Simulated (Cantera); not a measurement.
Transport properties of process gases

Gas mixture: 38.6 % N2, 49.4 % NO, 12.0 % H2O, at 0.280 bar, frozen composition.

Cantera's kinetic-theory transport with the Lennard-Jones parameters of GRI-Mech 3.0, ideal gas; thermal conductivity in the multicomponent form. Polar gases are described roughly by these parameters.

```json
[
 {"T (K)": "400", "ρ (kg/m³)": "0.234", "cp (J/kg/K)": "1088", "μ (µPa s)": "21.8", "λ (mW/m/K)": "34.1", "Pr": "0.693", "D (cm²/s) H2O": "1.42", "D (cm²/s) CH3": "1.36", "D (cm²/s) CH4": "1.35"},
 {"T (K)": "500", "ρ (kg/m³)": "0.187", "cp (J/kg/K)": "1106", "μ (µPa s)": "25.7", "λ (mW/m/K)": "41.2", "Pr": "0.689", "D (cm²/s) H2O": "2.16", "D (cm²/s) CH3": "2.01", "D (cm²/s) CH4": "2.00"},
 {"T (K)": "600", "ρ (kg/m³)": "0.156", "cp (J/kg/K)": "1130", "μ (µPa s)": "29.3", "λ (mW/m/K)": "48.1", "Pr": "0.687", "D (cm²/s) H2O": "3.02", "D (cm²/s) CH3": "2.76", "D (cm²/s) CH4": "2.74"},
 {"T (K)": "700", "ρ (kg/m³)": "0.134", "cp (J/kg/K)": "1157", "μ (µPa s)": "32.6", "λ (mW/m/K)": "55.0", "Pr": "0.687", "D (cm²/s) H2O": "3.99", "D (cm²/s) CH3": "3.59", "D (cm²/s) CH4": "3.57"},
 {"T (K)": "800", "ρ (kg/m³)": "0.117", "cp (J/kg/K)": "1186", "μ (µPa s)": "35.8", "λ (mW/m/K)": "61.9", "Pr": "0.686", "D (cm²/s) H2O": "5.06", "D (cm²/s) CH3": "4.51", "D (cm²/s) CH4": "4.48"},
 {"T (K)": "900", "ρ (kg/m³)": "0.104", "cp (J/kg/K)": "1213", "μ (µPa s)": "38.9", "λ (mW/m/K)": "68.7", "Pr": "0.687", "D (cm²/s) H2O": "6.23", "D (cm²/s) CH3": "5.50", "D (cm²/s) CH4": "5.47"}
]
```
D: mixture-averaged diffusion coefficient of that species in the mixture.
